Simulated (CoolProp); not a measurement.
Cyclopropane along the isobar 25.4 MPa: Z from the reference equation and from simpler models built on Tc = 398.7 K, pc = 5.605 MPa, ω = 0.131; each cubic takes its own stable root.

Computed with CoolProp (reference Helmholtz-energy equation of state, Polt 1992). This equation is an older, rougher fit; its heat capacities, sound speeds and derivatives of the liquid may be far off and weren't checked against measurements.

```
T (K)          phase  reference
-----  -------------  ---------
360           liquid     0.6110
374.1         liquid     0.6075
388.2         liquid     0.6061
402.4  supercritical     0.6071
416.5  supercritical     0.6103
430.6  supercritical     0.6160
444.7  supercritical     0.6241
458.9  supercritical     0.6349
473    supercritical     0.6480
```

Task: How far does each simpler model (Redlich-Kwong, Peng-Robinson) lie from the reference over these 9 states: mean and median of the absolute difference, and the worst?

Result: 
- Redlich-Kwong: mean 7.3 %, median 7.6 %, worst +7.8 % at 374.1 K and 25.4 MPa
- Peng-Robinson: mean 2.4 %, median 2.5 %, worst -4.5 % at 360 K and 25.4 MPa
